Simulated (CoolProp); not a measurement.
Octamethylcyclotetrasiloxane (D4) along the isobar 180 kPa: fugacity coefficient from the reference equation and from simpler models built on Tc = 313.4 °C, pc = 1347 kPa, ω = 0.598; each cubic takes its own stable root.

Model: reference Helmholtz-energy equation of state, Thol 2015, in CoolProp.

```tsv
T (°C)	phase	reference
93.65	liquid	0.03751
116.65	liquid	0.09256
139.65	liquid	0.1987
162.75	liquid	0.3814
185.75	liquid	0.6635
208.75	gas	0.9025
231.75	gas	0.9180
254.75	gas	0.9306
277.75	gas	0.9408
300.85	gas	0.9494
323.85	gas	0.9564
346.85	gas	0.9624
```

**Question.** How far does each simpler model (van der Waals, Redlich-Kwong, Soave-Redlich-Kwong, Peng-Robinson) lie from the reference over these 12 states: mean and median of the absolute difference, and the worst?

**Answer.** 
- van der Waals: mean 276.2 %, median 3.3 %, worst +1893.6 % at 93.65 °C and 180 kPa
- Redlich-Kwong: mean 102.9 %, median 1.8 %, worst +510.2 % at 93.65 °C and 180 kPa
- Soave-Redlich-Kwong: mean 0.6 %, median 0.4 %, worst +1.9 % at 93.65 °C and 180 kPa
- Peng-Robinson: mean 1.5 %, median 0.4 %, worst +7.5 % at 93.65 °C and 180 kPa

At some of these states van der Waals, Redlich-Kwong gives the other phase, because its saturation line lies elsewhere.
